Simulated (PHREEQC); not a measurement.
A solution holds 0.06 mol Pb(NO3)2 and 0.8 mol NaNO3 per kg of water, at 58 °C. Closed to the air; pH follows from the charge balance.

Model: ion-association model, wateq4f.dat, run in PHREEQC.

| Item | Result |
|---|---|
| pH | 4.88 |
| ionic strength | 0.889 mol/kgw |
| activity of water | 0.971 |

```
species     molality  activity   log γ
----------  --------  --------  ------
NO3-           0.875     0.477  -0.264
Na+            0.800     0.553  -0.160
PbNO3+        0.0454    0.0345  -0.119
Pb+2          0.0146   0.00489  -0.475
H+           1.81e-5   1.33e-5  -0.134
PbOH+        9.15e-6   6.96e-6  -0.119
Pb2OH+3      8.94e-6   7.62e-7  -1.069
OH-          1.07e-8   6.08e-9  -0.244
Pb3(OH)4+2   1.12e-9  3.77e-10  -0.475
```

Precipitation was switched off in this run. Examples of supersaturated solids here: Pb(OH)2. Others may be too. Caution: at this ionic strength the ion-association model is outside its range; a Pitzer model would be the better tool where its parameters exist. Constants without temperature data keep their 25 °C values here.
